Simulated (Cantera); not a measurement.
A closed system holds: 1 mol SiH2Cl2, 2.6 mol NH3, 46 mol H2, at 1748 K and 12.8 Torr.

Method: chemical equilibrium by Gibbs-energy minimisation in Cantera with the NASA 1993 tables (ideal gas, pure condensed phases). Candidate condensed phases: NH4Cl, Si, Si3N4; 28 gas species. The tables' values for SiCl are old estimates; treat these amounts as uncertain. Gases not in the tables: Si2H6 and higher silanes. Kinetics and transport are ignored.

Base state: H2 0.940, HCl 0.0307, N2 0.0244, SiCl2 0.00335, H 0.00170, Si 8.56e-5, Cl 4.29e-5, SiCl 4.21e-5 (mole fractions); condensed: Si(l).

Q: What changes in the equilibrium state with this change: H2 from 46 to 0.29 mol?

A: 
```csv
species,before,after
H2,0.940,0.633
N2,0.0244,0.173
HCl,0.0307,0.118
SiCl2,0.00335,0.0730
SiCl4,4.17e-8,1.98e-5
SiCl3,8.85e-6,0.000899
SiHCl3,2.81e-7,2.34e-5
"Si(l), mol",0.812,0.444
```
The tables' values for SiCl3, SiCl are old estimates; treat these amounts as uncertain.

Q: What changes in the equilibrium state with this change: NH3 from 2.6 to 0.11 mol?

A: 
```json
[
 {"species": "H2", "before": "0.940", "after": "0.960"},
 {"species": "HCl", "before": "0.0307", "after": "0.0335"},
 {"species": "SiCl2", "before": "0.00335", "after": "0.00390"},
 {"species": "N2", "before": "0.0244", "after": "0.00114"},
 {"species": "SiCl3", "before": "8.85e-6", "after": "1.11e-5"},
 {"species": "Cl", "before": "4.29e-5", "after": "4.63e-5"},
 {"species": "SiCl", "before": "4.21e-5", "after": "4.54e-5"},
 {"species": "SiH2", "before": "1.93e-5", "after": "1.97e-5"},
 {"species": "Si(l), mol", "before": "0.812", "after": "0.803"}
]
```
The tables' values for SiCl, SiCl3 are old estimates; treat these amounts as uncertain.
